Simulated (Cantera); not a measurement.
TiO2 + H2 + H2O (hydrogen reduction and annealing atmospheres)

Feed: 1 mol TiO2, a varied amount of H2, 0.55 mol H2O, equilibrated at 26000 Pa.

These are equilibrium values from Cantera (NASA tables, ideal gas, pure condensed phases), not measurements of a reactor. Candidate condensed phases: H2O, Ti, TiO, TiO2, Ti2O3, Ti3O5, Ti4O7; 12 gas species. Mutual solubility and eutectic melting of coexisting phases are not modelled. Condensed phases not in the tables: Magnéli phases beyond Ti4O7. Gases not in the tables: TiO(OH)2. Kinetics and transport are ignored.

Problem. Map the stable condensed phases over T = 1075, 1150, 1225, 1300, 1375, 1450, 1525, 1600, 1675, 1750, 1825, 1900 K and n(H2) in mol = 73, 95, 130, 160, 210, 280, 370, 480, 630, 830, 1100, 1400, 1900.

Solution. 
```
T in K \ n(H2) in mol
           73   95  130  160  210  280  370  480  630  830 1100 1400 1900
   1900     A    A    A    A    A    A    B    C    C    C    C    C    C
   1825     A    A    A    A    A    A    A    A    C    C    C    C    C
   1750     A    A    A    A    A    A    A    A    A    C    C    C    C
   1675     A    A    A    A    A    A    A    A    A    A    B    C    C
   1600     D    A    A    A    A    A    A    A    A    A    A    A    C
   1525     D    D    D    E    A    A    A    A    A    A    A    A    A
   1450     F    D    D    D    D    D    A    A    A    A    A    A    A
   1375     G    F    F    D    D    D    D    D    E    A    A    A    A
   1300     G    G    G    G    F    D    D    D    D    D    D    E    A
   1225     G    G    G    G    G    G    G    F    D    D    D    D    D
   1150     G    G    G    G    G    G    G    G    G    G    F    D    D
   1075     G    G    G    G    G    G    G    G    G    G    G    G    G
```
A: Ti3O5; B: Ti2O3 + Ti3O5; C: Ti2O3; D: Ti4O7; E: Ti3O5 + Ti4O7; F: TiO2 + Ti4O7; G: TiO2.
